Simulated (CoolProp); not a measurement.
Model: reference Helmholtz-energy equation of state, Pan 2012, in CoolProp.

For R236FA, give the phase and the cp (kJ/(kg K)) at 349.3 K and 23 bar; 381.8 K and 14 bar; 338.2 K and 0.115 bar.


- 349.3 K and 23 bar: liquid; cp 1.39
- 381.8 K and 14 bar: gas; cp 1.13
- 338.2 K and 0.115 bar: gas; cp 0.887
